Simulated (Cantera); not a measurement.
Input (Python, Cantera) and output of one run.

```python
import numpy as np
import cantera as ct

gas_names = """
    CL CL2 H HCL H2 N NH NH2 NH3 N2 N2H2 N2H4 Si SiCL SiCL2 SiCL3 SiCL4 SiH SiHCL3 SiH2 SiH2CL2 SiH3
    SiH3CL SiH4 SiN Si2 Si2N Si3
""".split()
cond_names = """
    NH4CL(a) NH4CL(b) Si(cr) Si(L) Si3N4(a)
""".split()


def load(file, names, dense=False):
    # The tables refer to 1 bar. Condensed volumes are neglected.
    table = {s.name: s for s in ct.Species.list_from_file(file)}
    out = []
    for n in names:
        d = dict(table[n].input_data)
        d["thermo"] = dict(d["thermo"], **{"reference-pressure": 1e5})
        if dense:
            d["equation-of-state"] = {"model": "constant-volume", "density": "1e6 g/cm^3"}
        out.append(ct.Species.from_dict(d))
    return out


gas = ct.Solution(thermo="ideal-gas", species=load("nasa_gas.yaml", gas_names))
cond = {s.name: ct.Solution(thermo="fixed-stoichiometry", species=[s], name=s.name)
        for s in load("nasa_condensed.yaml", cond_names, dense=True)}
atoms = {
    'SiCl4': {'Si': 1, 'CL': 4},
    'N2': {'N': 2},
    'H2': {'H': 2},
}
top_T = {'Si3N4(a)': 2400}  # K; cautious upper limits of use, not melting points


def equilibrate(T, P, feed):
    n = {}
    for name, mol in feed.items():
        for a, k in atoms[name].items():
            n[a] = n.get(a, 0.0) + k * mol
    gas.TPX = T, P, n
    mass = sum(n.values()) * gas.mean_molecular_weight
    gas.equilibrate("TP")
    valid = [c for c in cond.values() if c.min_temp <= T <= top_T.get(c.name, c.max_temp)]
    mix = ct.Mixture([(gas, mass / gas.mean_molecular_weight)] + [(c, 0.0) for c in valid])
    mix.T, mix.P = T, P
    mix.equilibrate("TP", solver="vcs", rtol=1e-11, max_steps=5000)
    return mix


results = []
feed = {'SiCl4': 1, 'N2': 35, 'H2': 0.12}  # mol
P = 10000  # Pa
for T in [1173, 1223, 1273, 1323, 1373, 1423, 1473, 1523, 1573, 1623, 1673]:
    mix = equilibrate(T, P, feed)
    results.append((T, P, feed, dict(zip(mix.species_names, mix.species_moles))))
    x = sorted(zip(gas.X, gas.species_names), reverse=True)
    print(f"T = {T:g} K  P = {P:g} Pa  gas = {mix.phase_moles(0):.4g} mol")
    print("   x: " + "  ".join(f"{s} {v:.3e}" for v, s in x if v > 0.001))
    print("   condensed (mol): " + ("  ".join(f"{mix.phase(i).name} {mix.phase_moles(i):.4g}"
          for i in range(1, mix.n_phases) if mix.phase_moles(i) > 1e-12) or "none"))
```

Output:

```
T = 1173 K  P = 10000 Pa  gas = 36.14 mol
   x: N2 9.673e-01  SiCL4 2.581e-02  HCL 6.485e-03
   condensed (mol): Si3N4(a) 0.01844
T = 1223 K  P = 10000 Pa  gas = 36.15 mol
   x: N2 9.672e-01  SiCL4 2.555e-02  HCL 6.491e-03
   condensed (mol): Si3N4(a) 0.01717
T = 1273 K  P = 10000 Pa  gas = 36.16 mol
   x: N2 9.670e-01  SiCL4 2.506e-02  HCL 6.494e-03  SiCL3 1.075e-03
   condensed (mol): Si3N4(a) 0.01448
T = 1323 K  P = 10000 Pa  gas = 36.19 mol
   x: N2 9.666e-01  SiCL4 2.418e-02  HCL 6.492e-03  SiCL3 1.884e-03
   condensed (mol): Si3N4(a) 0.009031
T = 1373 K  P = 10000 Pa  gas = 36.24 mol
   x: N2 9.658e-01  SiCL4 2.286e-02  HCL 6.498e-03  SiCL3 2.956e-03  SiCL2 1.768e-03
   condensed (mol): none
T = 1423 K  P = 10000 Pa  gas = 36.24 mol
   x: N2 9.658e-01  SiCL4 2.272e-02  HCL 6.571e-03  SiCL3 3.144e-03  SiCL2 1.722e-03
   condensed (mol): none
T = 1473 K  P = 10000 Pa  gas = 36.24 mol
   x: N2 9.657e-01  SiCL4 2.260e-02  HCL 6.599e-03  SiCL3 3.322e-03  SiCL2 1.671e-03
   condensed (mol): none
T = 1523 K  P = 10000 Pa  gas = 36.25 mol
   x: N2 9.656e-01  SiCL4 2.243e-02  HCL 6.611e-03  SiCL3 3.511e-03  SiCL2 1.642e-03
   condensed (mol): none
T = 1573 K  P = 10000 Pa  gas = 36.26 mol
   x: N2 9.653e-01  SiCL4 2.217e-02  HCL 6.614e-03  SiCL3 3.746e-03  SiCL2 1.664e-03
   condensed (mol): none
T = 1623 K  P = 10000 Pa  gas = 36.28 mol
   x: N2 9.648e-01  SiCL4 2.170e-02  HCL 6.612e-03  SiCL3 4.079e-03  SiCL2 1.790e-03  CL 1.033e-03
   condensed (mol): none
T = 1673 K  P = 10000 Pa  gas = 36.32 mol
   x: N2 9.637e-01  SiCL4 2.087e-02  HCL 6.606e-03  SiCL3 4.572e-03  CL 2.111e-03  SiCL2 2.089e-03
   condensed (mol): none
```

Cantera equilibrium calculation (NASA polynomials, part measured and part estimated; ideal gas, pure solids and liquids). N2 is the only nitrogen source here; it is nearly inert below about 1500 K, so the nitride shown seldom forms there in practice. The tables' values for SiCl3 are old estimates; treat these amounts as uncertain.
